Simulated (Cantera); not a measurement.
Charge: 1 mol (CH3)2SiCl2, 18 mol H2, 0.33 mol CH4, equilibrated at 11.0 mbar.

Cantera equilibrium calculation (NASA polynomials, part measured and part estimated; ideal gas, pure solids and liquids). Candidate condensed phases: C, C6H6, C7H8, C8H18, Si, SiC; 109 gas species. The feed counts by its element totals alone. The tables' values for SiCl are old estimates; treat these amounts as uncertain. Gases not in the tables: Si2H6 and higher silanes. Equilibrium is a limit: real reactors are often held back by kinetics, nucleation or transport.

log p: log10 of the partial pressure in bar; n: condensed amount in mol.

```json
[
 {"T (K)": "1900", "log p H2": "-2.00", "log p HCl": "-3.03", "log p H": "-4.10", "log p Si": "-6.33", "log p Cl": "-5.25", "log p C2H2 (acetylene)": "-5.42", "n C(graphite)": "1.33", "n SiC(s)": "0.980"},
 {"T (K)": "1950", "log p H2": "-2.00", "log p HCl": "-3.03", "log p H": "-3.94", "log p Si": "-5.97", "log p Cl": "-5.09", "log p C2H2 (acetylene)": "-5.27", "n C(graphite)": "1.33", "n SiC(s)": "0.975"},
 {"T (K)": "2000", "log p H2": "-2.01", "log p HCl": "-3.03", "log p H": "___", "log p Si": "___", "log p Cl": "___", "log p C2H2 (acetylene)": "___", "n C(graphite)": "1.33", "n SiC(s)": "0.969"},
 {"T (K)": "2050", "log p H2": "-2.01", "log p HCl": "-3.04", "log p H": "-3.65", "log p Si": "-5.29", "log p Cl": "-4.81", "log p C2H2 (acetylene)": "-4.98", "n C(graphite)": "1.33", "n SiC(s)": "0.958"},
 {"T (K)": "2100", "log p H2": "-2.01", "log p HCl": "-3.04", "log p H": "-3.51", "log p Si": "-4.98", "log p Cl": "-4.68", "log p C2H2 (acetylene)": "-4.85", "n C(graphite)": "1.33", "n SiC(s)": "0.940"},
 {"T (K)": "2150", "log p H2": "-2.02", "log p HCl": "-3.05", "log p H": "___", "log p Si": "___", "log p Cl": "___", "log p C2H2 (acetylene)": "___", "n C(graphite)": "1.33", "n SiC(s)": "0.908"},
 {"T (K)": "2200", "log p H2": "-2.02", "log p HCl": "-3.06", "log p H": "-3.26", "log p Si": "-4.40", "log p Cl": "-4.44", "log p C2H2 (acetylene)": "-4.62", "n C(graphite)": "1.36", "n SiC(s)": "0.849"},
 {"T (K)": "2250", "log p H2": "-2.03", "log p HCl": "-3.08", "log p H": "-3.15", "log p Si": "-4.13", "log p Cl": "-4.33", "log p C2H2 (acetylene)": "-4.51", "n C(graphite)": "1.41", "n SiC(s)": "0.741"},
 {"T (K)": "2300", "log p H2": "-2.05", "log p HCl": "-3.09", "log p H": "-3.04", "log p Si": "-3.87", "log p Cl": "-4.23", "log p C2H2 (acetylene)": "-4.41", "n C(graphite)": "1.51", "n SiC(s)": "0.544"}
]
```

Problem. Complete the blanks.

Solution. 
- 2150, log p H: -3.38
- 2150, log p Si: -4.69
- 2150, log p Cl: -4.55
- 2150, log p C2H2 (acetylene): -4.73
- 2000, log p H: -3.79
- 2000, log p Si: -5.62
- 2000, log p Cl: -4.95
- 2000, log p C2H2 (acetylene): -5.12
